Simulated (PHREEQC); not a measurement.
A solution holds 0.059 mol/kgw HCl, 0.0004 mol/kgw CuSO4 and 0.39 mol/kgw MgSO4, at 20 °C. Closed to the air; pH follows from the charge balance.

Computed with PHREEQC (ion-association model, wateq4f.dat).

### Question
The ionic strength comes out as 0.669 mol/kgw. What activity coefficients do H+, CuCl+, Cu+2, Mg+2, Cl- get?

### Answer
H+ 0.76, CuCl+ 0.63, Cu+2 0.23, Mg+2 0.29, Cl- 0.63.

This is a speciation only: nothing precipitates in the calculation.
